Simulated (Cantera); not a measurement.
Cantera run, input and output.

```python
import numpy as np
import cantera as ct

gas = ct.Solution("gri30.yaml")
gas.TPX = 1625, 3200, {'C2H6': 1, 'N2': 200}
inlet = ct.Reservoir(gas, clone=True)

reactor = ct.IdealGasConstPressureReactor(gas, energy="off", clone=False)
exhaust = ct.Reservoir(gas, clone=True)
tau = [2.8, 1, 0.39, 0.14, 0.053, 0.02, 0.0074][0]
for a, b in ((inlet, reactor), (reactor, exhaust)):
    ct.MassFlowController(a, b, mdot=lambda t: reactor.mass / tau)
net = ct.ReactorNet([reactor])
show = ['C2H6', 'C2H4', 'CH4', 'C2H', 'C2H2', 'H', 'HCN']

rows = []
print(f"{'tau/s':>10s}{'T/K':>9s}" + "".join(f"{s:>11s}" for s in show))
for tau in [2.8, 1, 0.39, 0.14, 0.053, 0.02, 0.0074]:
    net.initial_time = 0.0
    net.advance(30 * tau)
    before = gas.X
    net.advance(40 * tau)
    drift = np.max(np.abs(gas.X - before) / (gas.X + 1e-9))
    rows.append([gas.T, *gas[show].X, drift])
    print(f"{tau:10.3e}{gas.T:9.1f}" + "".join(f"{x:11.3e}" for x in gas[show].X))
```

Output:

```
     tau/s      T/K       C2H6       C2H4        CH4        C2H       C2H2          H        HCN
 2.800e+00   1625.0  2.075e-06  1.341e-05  2.322e-04  2.297e-07  4.678e-03  1.200e-04  1.739e-04
 1.000e+00   1625.0  5.365e-06  3.177e-05  3.087e-04  2.707e-07  4.625e-03  1.402e-04  1.239e-04
 3.900e-01   1625.0  1.279e-05  7.003e-05  4.018e-04  3.112e-07  4.525e-03  1.601e-04  8.751e-05
 1.400e-01   1625.0  3.284e-05  1.629e-04  5.266e-04  3.583e-07  4.319e-03  1.839e-04  5.783e-05
 5.300e-02   1625.0  7.986e-05  3.501e-04  6.527e-04  4.011e-07  3.961e-03  2.080e-04  3.771e-05
 2.000e-02   1625.0  1.936e-04  7.040e-04  7.442e-04  4.269e-07  3.341e-03  2.307e-04  2.360e-05
 7.400e-03   1625.0  4.730e-04  1.250e-03  7.208e-04  4.005e-07  2.355e-03  2.442e-04  1.378e-05
```

Detailed kinetics in Cantera: GRI-Mech 3.0 (53 species, 325 reactions). GRI-Mech 3.0 stops at C3 and has no aromatics, soot or wall deposition, so with more carbon than oxygen in the feed, carbon stays in small species such as C2H2 where larger ones or solid carbon would form. Radical loss at walls, strong at low pressure, is not modelled.
